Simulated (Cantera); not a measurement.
## Equilibrium for aluminium nitride and oxide growth: Al(CH₃)₃ + N₂O + H₂ + N₂

Input: 1 mol Al(CH₃)₃, 7.5 mol N₂O, 39 mol H₂, 3.4 mol N₂, equilibrated at 233 Torr.

Cantera equilibrium calculation (NASA polynomials, part measured and part estimated; ideal gas, pure solids and liquids). Candidate condensed phases: Al, AlN, Al₂O₃, C, C₆H₆, C₇H₈, C₈H₁₈, H₂O; 148 gas species. The feed counts by its element totals alone. Gases not in the tables: Al(OH)₃. Kinetics and transport are ignored.

From 673 K to 1873 K the condensed part is Al₂O₃(s).

| T (K) | log p H₂ | log p N₂ | log p H₂O | log p CH₄ | log p CO | log p CO₂ | log p H | log p NH₃ | n Al₂O₃(s) |
|---|---|---|---|---|---|---|---|---|---|
| 673 | -0.72 | -1.18 | -1.44 | -1.74 | -5.24 | -4.87 | <-12 | -3.55 | 0.500 |
| 873 | -0.68 | -1.21 | -1.67 | -2.18 | -2.09 | -2.66 | -10.67 | -4.44 | 0.500 |
| 1073 | -0.66 | -1.23 | -1.82 | -4.20 | -1.82 | -2.95 | -8.18 | -5.03 | 0.500 |
| 1273 | -0.66 | -1.23 | -1.81 | -5.93 | -1.81 | -3.18 | -6.48 | -5.46 | 0.500 |
| 1473 | -0.66 | -1.23 | -1.80 | -7.19 | -1.80 | -3.34 | -5.23 | -5.78 | 0.500 |
| 1673 | -0.66 | -1.23 | -1.80 | -8.14 | -1.80 | -3.46 | -4.27 | -6.02 | 0.500 |
| 1873 | -0.66 | -1.23 | -1.80 | -8.89 | -1.80 | -3.55 | -3.52 | -6.20 | 0.500 |
log p: log10 of the partial pressure in bar; n: condensed amount in mol.
